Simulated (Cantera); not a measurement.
Cantera run:

```python
import numpy as np
import cantera as ct

gas_names = """
    B BH BH2 BH3 BO BO2 B2 B2O B2O2 B2O3 B3O3H3 H HBO HBO2 HO2 H2 H2O H2O2 H3B3O6 O OH O2 O3
""".split()
cond_names = """
    B(b) B(L) B2O3(L) B3O3H3(cr) H2O(s) H2O(L)
""".split()


# ... load() reads the species with a 1 bar reference pressure and builds the phases ...
atoms = {
    'B2O3': {'B': 2, 'O': 3},
    'H2O': {'H': 2, 'O': 1},
    'H2': {'H': 2},
}
top_T = {}  # K; cautious upper limits of use, not melting points


# ... equilibrate(T, P, feed) seeds the gas with the atoms and calls Mixture.equilibrate('TP', solver="vcs", rtol=1e-11, max_steps=5000) ...
results = []
feed = {'B2O3': 1, 'H2O': 4.5, 'H2': 24}  # mol
P = 13332.2  # Pa
for T in [1773, 1848, 1923, 1998, 2073, 2148, 2223, 2298, 2373]:
    mix = equilibrate(T, P, feed)
    results.append((T, P, feed, dict(zip(mix.species_names, mix.species_moles))))

top = {s: max(r[3][s] / sum(r[3][g] for g in gas_names) for r in results) for s in gas_names}
cols = sorted((s for s in top if top[s] > 0.001), key=lambda s: -top[s])[:7]
seen = [c for c in cond_names if any(r[3].get(c, 0) > 1e-12 for r in results)]
print("log10 of partial pressures in bar; condensed amounts in mol")
print(f"{'T/K':>10s}" + "".join(f"{s[:9]:>10s}" for s in cols + seen))
for T, P, feed, n in results:
    ng = sum(n[g] for g in gas_names)
    print(f"{T:10.4g}" + "".join(f"{np.log10(max(n[s] / ng * P / 1e5, 1e-99)):10.3f}" for s in cols)
          + "".join(f"{n.get(c, 0):10.4g}" for c in seen))
```

It prints:

```
log10 of partial pressures in bar; condensed amounts in mol
       T/K        H2       H2O      HBO2         H       HBO      B2O3        BO
      1773    -0.966    -1.789    -2.080    -4.029    -3.898    -3.527    -5.697
      1848    -0.966    -1.787    -2.087    -3.759    -3.769    -3.480    -5.333
      1923    -0.967    -1.785    -2.094    -3.509    -3.651    -3.438    -4.999
      1998    -0.968    -1.783    -2.102    -3.279    -3.545    -3.403    -4.693
      2073    -0.969    -1.781    -2.111    -3.065    -3.449    -3.373    -4.412
      2148    -0.972    -1.778    -2.121    -2.866    -3.362    -3.350    -4.153
      2223    -0.975    -1.776    -2.133    -2.681    -3.285    -3.333    -3.915
      2298    -0.979    -1.774    -2.148    -2.508    -3.218    -3.324    -3.697
      2373    -0.985    -1.772    -2.166    -2.348    -3.160    -3.322    -3.497
```

Equilibrium computed with Cantera from the NASA thermochemical tables; the gas is ideal and each condensed phase is pure.
